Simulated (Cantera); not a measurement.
## Moist CO burnout

A perfectly stirred reactor is fed with 0.223 % CO, 6.59 % O₂, 0.344 % H₂O, 92.8 % N₂, at 1.48 atm; it is held at 900 K, and followed from long to short residence time.

Cantera simulation using GRI-Mech 3.0 (53 species, 325 reactions); the numbers are that mechanism's predictions, not measurements.

```csv
τ (s),x CO,x O₂,x H₂O,x H₂O₂,x CO₂
10,0.00199,0.0658,0.00343,2.94e-7,0.000239
3.0,0.00217,0.0659,0.00343,2.27e-7,6.32e-5
0.90,0.00222,0.0659,0.00343,6.06e-8,8.33e-6
0.27,0.00223,0.0659,0.00344,1.48e-10,1.17e-7
0.081,0.00223,0.0659,0.00344,2.19e-12,8.38e-9
0.024,0.00223,0.0659,0.00344,<1e-12,1.33e-9
0.0073,0.00223,0.0659,0.00344,<1e-12,2.68e-10
0.0022,0.00223,0.0659,0.00344,<1e-12,5.66e-11
0.00066,0.00223,0.0659,0.00344,<1e-12,1.36e-11
```
x: mole fraction; the columns are a selection and need not sum to one.
